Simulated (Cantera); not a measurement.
**Low-pressure radical oxidation in H2/O2**

An isothermal, constant-pressure homogeneous reactor starts with H2 : O2 = 0.42 : 1 (molar parts), equivalence ratio 0.21, at 1300 K and 10.00 Torr.

Computed with Cantera and the H2/O2 subset of GRI-Mech 3.0, which has no nitrogen chemistry. Radical loss at walls, strong at low pressure, is not modelled. The temperature is held fixed by assumption; the heat of reaction is taken as removed at once.

| t (s) | x H2 | x O2 | x H | x H2O | x OH |
|---|---|---|---|---|---|
| 2.00e-6 | 0.296 | 0.704 | 2.14e-9 | 3.78e-12 | 5.28e-11 |
| 9.71e-6 | 0.296 | 0.704 | 9.87e-9 | 3.65e-10 | 1.01e-9 |
| 4.72e-5 | 0.296 | 0.704 | 5.84e-8 | 2.73e-8 | 1.50e-8 |
| 0.000229 | 0.296 | 0.704 | 4.96e-6 | 7.03e-6 | 1.57e-6 |
| 0.00111 | 0.0197 | 0.546 | 0.110 | 0.214 | 0.0172 |
| 0.00540 | 0.0154 | 0.575 | 0.0706 | 0.254 | 0.0157 |
| 0.0262 | 0.00370 | 0.637 | 0.00664 | 0.331 | 0.00800 |
| 0.127 | 0.000138 | 0.652 | 4.63e-5 | 0.346 | 0.00156 |
| 0.618 | 9.34e-6 | 0.653 | 8.31e-7 | 0.347 | 0.000409 |
| 3.00 | 1.23e-6 | 0.653 | 4.00e-8 | 0.347 | 0.000149 |
x: mole fraction; the columns are a selection and need not sum to one.

Equilibrium at this temperature and pressure: H2 3.25e-7, O2 0.653, H 5.50e-9, H2O 0.347, OH 7.67e-5 (gas phase only).
